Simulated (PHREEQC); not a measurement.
Make-up at 25 °C: 1.7 mol LiCl, 0.0102 mol K2SO4 and 0.1 mol MgCl2 per kg of water. Closed to the air; pH follows from the charge balance.

All values are PHREEQC results (Pitzer model, pitzer.dat), not measurements.

Precipitation was switched off in this run.

**Question.** What activity of water, density, osmotic coefficient does the model give?

**Answer.** activity of water 0.927; density 1.044 g/cm³; osmotic coefficient 1.122.

Complexes and solids missing from the database can't appear.
